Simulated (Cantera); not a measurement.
A closed system holds: 1 mol NiS, 13 mol H₂, held at 32.0 Pa.

These are equilibrium values from Cantera (NASA tables, ideal gas, pure condensed phases), not measurements of a reactor. Candidate condensed phases: Ni, NiS, NiS₂, Ni₃S₂, Ni₃S₄, S; 9 gas species. Kinetics and transport are ignored.

Task: Which condensed phases are stable at each of these points (T (K)): 1825, 1850, 1875, 1900, 1925, 1950, 1975, 2000, 2025, 2050, 2075?

Result: 
| T (K) | condensed phases | Ni condensed (%) |
|---|---|---|
| 1825 | Ni(l) | 6.3 |
| 1850 | gas only | 0.0 |
| 1875 | gas only | 0.0 |
| 1900 | gas only | 0.0 |
| 1925 | gas only | 0.0 |
| 1950 | gas only | 0.0 |
| 1975 | gas only | 0.0 |
| 2000 | gas only | 0.0 |
| 2025 | gas only | 0.0 |
| 2050 | gas only | 0.0 |
| 2075 | gas only | 0.0 |

At 1825 K the condensed part is Ni(l). From 1850 K to 2075 K nothing is condensed.
